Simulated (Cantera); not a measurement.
Charge: 1 mol CaS, 1.4 mol O₂, a varied amount of H₂O, equilibrated at 1050 °C and 13.3 mbar.

Equilibrium computed with Cantera from the NASA thermochemical tables; the gas is ideal and each condensed phase is pure. Candidate condensed phases: Ca, CaO, Ca(OH)₂, CaS, CaSO₄, H₂O, H₂SO₄, S; 25 gas species. Mutual solubility and eutectic melting of coexisting phases are not modelled. Equilibrium is a limit: real reactors are often held back by kinetics, nucleation or transport.

Q: Which condensed phases are stable at each of these points (n(H₂O) (mol)): 0.11, 0.2, 0.38, 0.71, 1.3, 2.4, 4.5?

A: 
| n(H₂O) (mol) | condensed phases | Ca condensed (%) |
|---|---|---|
| 0.11 | CaO(s) + CaS(s) | 100.0 |
| 0.2 | CaO(s) + CaS(s) | 100.0 |
| 0.38 | CaO(s) + CaS(s) | 100.0 |
| 0.71 | CaO(s) + CaS(s) | 100.0 |
| 1.3 | CaO(s) + CaS(s) | 100.0 |
| 2.4 | CaO(s) | 100.0 |
| 4.5 | CaO(s) | 100.0 |

From 0.11 mol H₂O to 1.3 mol H₂O the condensed part is CaO(s) + CaS(s). From 2.4 mol H₂O to 4.5 mol H₂O the condensed part is CaO(s).
